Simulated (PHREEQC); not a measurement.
1.1 g of hydrous ferric oxide (600 m²/g; 0.2 weak and 0.005 strong sites per Fe, Dzombak-Morel constants, diffuse double layer) in 1 kg of water with 0.05 mol/kgw of an inert sodium salt and 0.015 mmol/kgw NiCl2 and 0.003 mmol/kgw ZnSO4, at 25 °C; the pH is set by adding NaOH or the inert anion's acid. Oxygen is held at 0.21 atm. CO2 from the air is kept out. No solid was allowed to form.

Computed with PHREEQC (ion-association model, wateq4f.dat).

```
pH    Ni sorbed (%)  S sorbed (%)  Zn sorbed (%)  surface charge σ (C/m²)  surface potential ψ (mV)
----  -------------  ------------  -------------  -----------------------  ------------------------
3               0.0          99.9            0.0                    0.357                       169
3.5             0.0          99.9            0.0                    0.335                       166
4               0.0          99.9            0.1                    0.294                       159
4.5             0.2          99.8            1.0                    0.239                       149
5               1.7          99.4            7.2                    0.181                       135
5.5            11.3          98.0           35.8                    0.130                       118
6              46.1          92.2           78.9                    0.089                        99
6.5            85.3          70.7           96.2                    0.058                        79
7              97.8          29.3           99.5                    0.035                        56
7.5            99.7           5.8           99.9                    0.017                        32
8             100.0           0.8          100.0                    0.003                         6
8.5           100.0           0.1          100.0                   -0.010                       -19
9             100.0           0.0          100.0                   -0.026                       -44
9.5           100.0           0.0          100.0                   -0.046                       -68
10            100.0           0.0          100.0                   -0.073                       -90
10.5          100.0           0.0          100.0                   -0.110                      -110
11            100.0           0.0          100.0                   -0.157                      -127
```

The oxide is taken as insoluble; below pH 4 it would dissolve.
